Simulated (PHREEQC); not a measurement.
## Brackish or sea water (model solution)

A made-up water analysis in mg/kgw, 80 °C, pH 7.25:

```json
[
 {"constituent": "Na", "mg/kgw": "2250"},
 {"constituent": "K", "mg/kgw": "22.5"},
 {"constituent": "Ca", "mg/kgw": "31.5"},
 {"constituent": "Mg", "mg/kgw": "152"},
 {"constituent": "Cl", "mg/kgw": "3870"},
 {"constituent": "S(6) as SO4", "mg/kgw": "185"},
 {"constituent": "Alkalinity as HCO3", "mg/kgw": "4.91"},
 {"constituent": "Br", "mg/kgw": "9.76"},
 {"constituent": "Sr", "mg/kgw": "69.4"}
]
```

Valence states are taken as typed.

Equilibrium calculation in PHREEQC: Pitzer model, pitzer.dat.

This is a speciation only: nothing precipitates in the calculation.

**Question.** Estimate the specific conductance, osmotic coefficient.

**Answer.** specific conductance 28700 µS/cm; osmotic coefficient 0.912.

**Question.** In which forms is C present?

**Answer.** HCO3- 91 %, CO2 8.2 % of the C.

At this temperature some constants are extrapolated from 25 °C, and those without enthalpy data are left unchanged.
